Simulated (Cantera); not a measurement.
Charge: 1 mol SiH2Cl2, 0.84 mol CH4, 2.3 mol H2, equilibrated at 0.00270 bar.

Points: T (K) = 1850, 1900, 1950, 2000, 2050, 2100, 2150, 2200, 2250, 2300, 2350, 2400, 2450, 2500.

Cantera's Mixture.equilibrate('TP', solver="vcs", rtol=1e-11, max_steps=5000) on the NASA tables stopped like this:

```
50 K  P = 270 Pa  gas = 6.304 mol
   x: H2 6.281e-01  HCL 2.568e-01  H 6.432e-02  SiCL2 1.957e-02  CL 1.924e-02  Si 7.633e-03  SiCL 1.949e-03  C2H2,acetylene 1.217e-03  SiC2 6.037e-04  Si2C 3.757e-04  SiH 1.537e-04  SiCL3 4.640e-05  SiH2 1.353e-05  Si2 1.015e-05
   condensed (mol): C(gr) 0.008342  SiC(b) 0.8062
T = 2200 K  P = 270 Pa  gas = 6.451 mol
   x: H2 6.069e-01  HCL 2.424e-01  H 8.444e-02  CL 2.454e-02  SiCL2 2.004e-02  Si 1.465e-02  SiCL 2.930e-03  C2H2,acetylene 1.555e-03  SiC2 1.408e-03  Si2C 8.598e-04  SiH 2.625e-04  SiCL3 3.937e-05  Si2 2.518e-05  SiH2 1.942e-05
   condensed (mol): C(gr) 0.0613  SiC(b) 0.7347
ERROR: FAILURE its = 5001!

*******************************************************************************
CanteraError thrown by MultiPhase::equilibrate:
VCS solver failed. Return code: -1
*******************************************************************************
```

What got this run through?

One answer among several that fit: The failure is numerical, not chemical. The same input converged with solver="gibbs", rtol=1e-10, max_steps=50000, and the result passed a check of the equilibrium conditions:
```
T = 1850 K  P = 270 Pa  gas = 6.015 mol
   x: H2 6.851e-01  HCL 2.770e-01  SiCL2 2.604e-02  H 8.581e-03  CL 2.637e-03  SiCL 2.169e-04  Si 1.923e-04  SiCL3 1.846e-04  C2H2,acetylene 2.503e-05
   condensed (mol): SiC(b) 0.8397
T = 1900 K  P = 270 Pa  gas = 6.033 mol
   x: H2 6.814e-01  HCL 2.755e-01  SiCL2 2.571e-02  H 1.261e-02  CL 3.846e-03  Si 3.984e-04  SiCL 3.409e-04  SiCL3 1.485e-04  C2H2,acetylene 4.932e-05  SiH 1.483e-05
   condensed (mol): SiC(b) 0.8393
T = 1950 K  P = 270 Pa  gas = 6.058 mol
   x: H2 6.761e-01  HCL 2.735e-01  SiCL2 2.513e-02  H 1.814e-02  CL 5.500e-03  Si 7.881e-04  SiCL 5.183e-04  SiCL3 1.196e-04  C2H2,acetylene 9.520e-05  SiH 2.576e-05  Si2C 1.739e-05
   condensed (mol): SiC(b) 0.8387
T = 2000 K  P = 270 Pa  gas = 6.093 mol
   x: H2 6.688e-01  HCL 2.710e-01  H 2.559e-02  SiCL2 2.421e-02  CL 7.725e-03  Si 1.484e-03  SiCL 7.599e-04  C2H2,acetylene 1.823e-04  SiCL3 9.581e-05  SiH 4.279e-05  Si2C 4.069e-05  SiC2 2.180e-05
   condensed (mol): SiC(b) 0.8373
T = 2050 K  P = 270 Pa  gas = 6.142 mol
   x: H2 6.587e-01  HCL 2.679e-01  H 3.543e-02  SiCL2 2.285e-02  CL 1.067e-02  Si 2.654e-03  SiCL 1.070e-03  C2H2,acetylene 3.508e-04  Si2C 8.935e-05  SiCL3 7.588e-05  SiC2 6.916e-05  SiH 6.771e-05
   condensed (mol): SiC(b) 0.8343
T = 2100 K  P = 270 Pa  gas = 6.21 mol
   x: H2 6.452e-01  HCL 2.639e-01  H 4.816e-02  SiCL2 2.104e-02  CL 1.449e-02  Si 4.501e-03  SiCL 1.443e-03  C2H2,acetylene 6.827e-04  SiC2 2.125e-04  Si2C 1.841e-04  SiH 1.019e-04  SiCL3 5.906e-05  SiH2 1.072e-05
   condensed (mol): SiC(b) 0.8277
T = 2150 K  P = 270 Pa  gas = 6.304 mol
   x: H2 6.281e-01  HCL 2.568e-01  H 6.432e-02  SiCL2 1.957e-02  CL 1.924e-02  Si 7.633e-03  SiCL 1.949e-03  C2H2,acetylene 1.217e-03  SiC2 6.037e-04  Si2C 3.757e-04  SiH 1.537e-04  SiCL3 4.640e-05  SiH2 1.353e-05  Si2 1.015e-05
   condensed (mol): C(gr) 0.008342  SiC(b) 0.8062
T = 2200 K  P = 270 Pa  gas = 6.451 mol
   x: H2 6.069e-01  HCL 2.424e-01  H 8.444e-02  CL 2.454e-02  SiCL2 2.004e-02  Si 1.465e-02  SiCL 2.930e-03  C2H2,acetylene 1.555e-03  SiC2 1.408e-03  Si2C 8.598e-04  SiH 2.625e-04  SiCL3 3.937e-05  Si2 2.518e-05  SiH2 1.942e-05
   condensed (mol): C(gr) 0.0613  SiC(b) 0.7347
T = 2250 K  P = 270 Pa  gas = 6.677 mol
   x: H2 5.771e-01  HCL 2.246e-01  H 1.086e-01  CL 3.058e-02  Si 2.732e-02  SiCL2 2.000e-02  SiCL 4.270e-03  SiC2 3.161e-03  C2H2,acetylene 1.932e-03  Si2C 1.894e-03  SiH 4.339e-04  Si2 5.996e-05  SiCL3 3.244e-05  SiH2 2.694e-05  C2H 1.442e-05
   condensed (mol): C(gr) 0.1539  SiC(b) 0.605
T = 2300 K  P = 270 Pa  gas = 7.04 mol
   x: H2 5.353e-01  HCL 2.024e-01  H 1.363e-01  Si 4.956e-02  CL 3.710e-02  SiCL2 1.926e-02  SiC2 6.841e-03  SiCL 6.010e-03  Si2C 4.028e-03  C2H2,acetylene 2.313e-03  SiH 6.920e-04  Si2 1.374e-04  SiH2 3.586e-05  C2H 2.660e-05  SiCL3 2.555e-05
   condensed (mol): C(gr) 0.3209  SiC(b) 0.361
T = 2350 K  P = 270 Pa  gas = 7.566 mol
   x: H2 4.821e-01  HCL 1.791e-01  H 1.667e-01  Si 7.968e-02  CL 4.435e-02  SiCL2 1.667e-02  SiC2 1.302e-02  SiCL 7.532e-03  Si2C 6.853e-03  C2H2,acetylene 2.660e-03  SiH 9.675e-04  Si2 2.511e-04  C2H 4.701e-05  SiH2 4.149e-05  SiCL3 1.814e-05  SiC 1.619e-05  C3 1.529e-05
   condensed (mol): C(gr) 0.5493
T = 2400 K  P = 270 Pa  gas = 7.845 mol
   x: H2 4.438e-01  H 2.039e-01  HCL 1.707e-01  Si 8.289e-02  CL 5.595e-02  SiC2 1.591e-02  SiCL2 1.082e-02  SiCL 6.558e-03  Si2C 4.966e-03  C2H2,acetylene 3.094e-03  SiH 8.880e-04  Si2 1.949e-04  C2H 8.181e-05  C3 3.632e-05  SiH2 3.205e-05  SiC 2.234e-05  C 1.472e-05  C2HCL 1.153e-05  SiCL3 1.036e-05
   condensed (mol): C(gr) 0.4998
T = 2450 K  P = 270 Pa  gas = 8.153 mol
   x: H2 4.046e-01  H 2.459e-01  HCL 1.583e-01  Si 8.376e-02  CL 6.828e-02  SiC2 1.875e-02  SiCL2 6.633e-03  SiCL 5.455e-03  C2H2,acetylene 3.530e-03  Si2C 3.450e-03  SiH 7.905e-04  Si2 1.447e-04  C2H 1.383e-04  C3 8.319e-05  C 3.056e-05  SiC 2.959e-05  SiH2 2.403e-05  C2HCL 1.457e-05  C4H2 1.270e-05
   condensed (mol): C(gr) 0.4429
T = 2500 K  P = 270 Pa  gas = 8.492 mol
   x: H2 3.646e-01  H 2.922e-01  HCL 1.426e-01  Si 8.255e-02  CL 8.078e-02  SiC2 2.141e-02  SiCL 4.357e-03  C2H2,acetylene 3.944e-03  SiCL2 3.861e-03  Si2C 2.314e-03  SiH 6.844e-04  C2H 2.270e-04  C3 1.841e-04  Si2 1.035e-04  C 6.164e-05  SiC 3.780e-05  C2HCL 1.769e-05  C4H2 1.762e-05  SiH2 1.751e-05  C2 1.696e-05
   condensed (mol): C(gr) 0.379
```

The gas is ideal and each condensed phase is pure. The tables' values for SiCl, SiCl3 are old estimates; treat these amounts as uncertain. Gases not in the tables: Si2H6 and higher silanes.
